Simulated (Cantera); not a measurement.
**Moist CO burnout**

An isothermal, constant-pressure homogeneous reactor starts with CO : O2 : H2O : N2 = 0.0019 : 0.028 : 0.093 : 1 (molar parts), equivalence ratio 0.034, at 1075 K and 1.09 atm.

Cantera simulation using GRI-Mech 3.0 (53 species, 325 reactions); the numbers are that mechanism's predictions, not measurements.

```csv
t (s),x CO,x O2,x H2O,x O,x CO2,x NO,x NO2
2.00e-5,0.00169,0.0249,0.0828,4.68e-12,5.03e-12,<1e-12,<1e-12
7.27e-5,0.00169,0.0249,0.0828,1.48e-11,1.93e-11,<1e-12,<1e-12
0.000264,0.00169,0.0249,0.0828,3.99e-11,9.93e-11,<1e-12,<1e-12
0.000959,0.00169,0.0249,0.0828,1.41e-10,1.06e-9,<1e-12,<1e-12
0.00348,0.00169,0.0249,0.0828,2.17e-9,3.74e-8,<1e-12,<1e-12
0.0126,0.00165,0.0249,0.0828,6.97e-7,4.44e-5,<1e-12,<1e-12
0.0459,0.00117,0.0247,0.0828,6.31e-7,0.000522,6.72e-12,2.88e-12
0.167,0.000497,0.0244,0.0829,1.77e-7,0.00120,1.48e-11,1.24e-11
0.606,0.000119,0.0242,0.0829,2.02e-8,0.00157,1.53e-11,2.58e-11
2.20,1.37e-5,0.0241,0.0829,1.51e-9,0.00168,2.14e-11,2.48e-11
8.00,9.61e-8,0.0241,0.0829,2.52e-10,0.00169,4.62e-11,1.41e-12
```
x: mole fraction; the columns are a selection and need not sum to one.

Equilibrium at this temperature and pressure: CO 6.82e-12, O2 0.0241, H2O 0.0829, O 1.95e-10, CO2 0.00169, NO 2.44e-5, NO2 2.86e-7 (gas phase only).
